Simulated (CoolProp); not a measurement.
Properties of R1233zd(E) along the isobar 0.101 MPa.

Computed with CoolProp (reference Helmholtz-energy equation of state, Akasaka 2022).

```csv
T (K),phase,Z,cv (kJ/(kg K)),speed of sound (m/s),expansivity (1/kK),fugacity coefficient
383.6,gas,0.9840,0.8435,(withheld),2.751,0.9842
389.2,gas,0.9848,0.8501,161.2,2.705,0.9850
394.7,gas,0.9855,(withheld),(withheld),2.661,0.9857
400.2,gas,0.9861,0.8628,163.5,2.618,0.9863
405.8,gas,0.9868,0.8691,164.7,2.577,0.9869
411.3,gas,0.9874,0.8752,165.9,2.538,0.9875
416.8,gas,0.9879,0.8811,167.0,2.500,0.9881
422.3,gas,0.9885,0.8870,168.2,2.463,0.9886
427.9,gas,0.9890,0.8929,169.3,2.427,0.9891
433.4,gas,0.9895,0.8987,(withheld),2.392,0.9895
438.9,gas,0.9899,0.9043,171.5,2.359,0.9900
444.5,gas,0.9903,0.9100,(withheld),2.326,0.9904
450,gas,0.9907,0.9155,173.8,2.295,0.9908
```

### Question
Some entries are withheld; supply them.

### Answer

- 383.6, speed of sound (m/s): 160.0
- 394.7, cv (kJ/(kg K)): 0.8565
- 394.7, speed of sound (m/s): 162.4
- 433.4, speed of sound (m/s): 170.4
- 444.5, speed of sound (m/s): 172.7
